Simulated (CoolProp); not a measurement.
Model: reference Helmholtz-energy equation of state, Thol 2018, in CoolProp.

Q: Give the vapour pressure (MPa), liquid density (kg/m³), vapour density (kg/m³), enthalpy of vaporisation (kJ/kg) of saturated hydrogen chloride at 252.7 K.

A: 
| T (K) | p (MPa) | liquid density (kg/m³) | vapour density (kg/m³) | enthalpy of vaporisation (kJ/kg) |
|---|---|---|---|---|
| 252.7 | 1.46 | 1000 | 30.6 | 354 |
